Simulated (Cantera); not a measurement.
An adiabatic, constant-pressure homogeneous reactor starts with CH₄ : O₂ : N₂ = 1 : 1.82 : 6.84 (molar parts), equivalence ratio 1.1, at 1700 K and 9.87 atm. Integrator tolerance rtol = 1e-08.

Detailed kinetics in Cantera: GRI-Mech 3.0 (53 species, 325 reactions). Above 3000 K some thermodynamic fits are extrapolated.

Question: What does this change do: initial temperature 1700 to 1350 K?

Answer: 
```csv
quantity,before,after
time of steepest temperature rise,34.9 µs,0.892 ms
temperature at 0.100 s,3000 K,2841 K
equilibrium temperature,3000 K,2841 K
x(CH₄) at 0.100 s,<1e-12 (gas-phase equilibrium <1e-12),<1e-12 (gas-phase equilibrium <1e-12)
x(O₂) at 0.100 s,0.00997 (gas-phase equilibrium 0.00997),0.00620 (gas-phase equilibrium 0.00620)
x(CO₂) at 0.100 s,0.0478 (gas-phase equilibrium 0.0478),0.0578 (gas-phase equilibrium 0.0578)
x(C₂H₆) at 0.100 s,<1e-12 (gas-phase equilibrium <1e-12),<1e-12 (gas-phase equilibrium <1e-12)
x(H₂) at 0.100 s,0.0230 (gas-phase equilibrium 0.0230),0.0179 (gas-phase equilibrium 0.0179)
x(C₂H) at 0.100 s,<1e-12 (gas-phase equilibrium <1e-12),<1e-12 (gas-phase equilibrium <1e-12)
```

Question: What does this change do: CH4 1 to 2.8 parts?

Answer: 
```
quantity                                                            before                                    after
---------------------------------  ---------------------------------------  ---------------------------------------
time of steepest temperature rise                                  34.9 µs                                  52.5 µs
temperature at 0.100 s                                              3000 K                                   2215 K
equilibrium temperature                                             3000 K                                   2215 K
x(CH₄) at 0.100 s                    <1e-12 (gas-phase equilibrium <1e-12)  1.42e-7 (gas-phase equilibrium 1.56e-7)
x(O₂) at 0.100 s                   0.00997 (gas-phase equilibrium 0.00997)  3.91e-9 (gas-phase equilibrium 3.90e-9)
x(CO₂) at 0.100 s                    0.0478 (gas-phase equilibrium 0.0478)  0.00527 (gas-phase equilibrium 0.00527)
x(C₂H₆) at 0.100 s                   <1e-12 (gas-phase equilibrium <1e-12)    <1e-12 (gas-phase equilibrium <1e-12)
x(H₂) at 0.100 s                     0.0230 (gas-phase equilibrium 0.0230)      0.317 (gas-phase equilibrium 0.317)
x(C₂H) at 0.100 s                    <1e-12 (gas-phase equilibrium <1e-12)    <1e-12 (gas-phase equilibrium <1e-12)
```

Question: What does this change do: N2 6.84 to 9.1 parts?

Answer: 
```json
[
 {"quantity": "time of steepest temperature rise", "before": "34.9 µs", "after": "44.1 µs"},
 {"quantity": "temperature at 0.100 s", "before": "3000 K", "after": "2876 K"},
 {"quantity": "equilibrium temperature", "before": "3000 K", "after": "2876 K"},
 {"quantity": "x(CH₄) at 0.100 s", "before": "<1e-12 (gas-phase equilibrium <1e-12)", "after": "<1e-12 (gas-phase equilibrium <1e-12)"},
 {"quantity": "x(O₂) at 0.100 s", "before": "0.00997 (gas-phase equilibrium 0.00997)", "after": "0.00613 (gas-phase equilibrium 0.00613)"},
 {"quantity": "x(CO₂) at 0.100 s", "before": "0.0478 (gas-phase equilibrium 0.0478)", "after": "0.0440 (gas-phase equilibrium 0.0440)"},
 {"quantity": "x(C₂H₆) at 0.100 s", "before": "<1e-12 (gas-phase equilibrium <1e-12)", "after": "<1e-12 (gas-phase equilibrium <1e-12)"},
 {"quantity": "x(H₂) at 0.100 s", "before": "0.0230 (gas-phase equilibrium 0.0230)", "after": "0.0163 (gas-phase equilibrium 0.0163)"},
 {"quantity": "x(C₂H) at 0.100 s", "before": "<1e-12 (gas-phase equilibrium <1e-12)", "after": "<1e-12 (gas-phase equilibrium <1e-12)"}
]
```
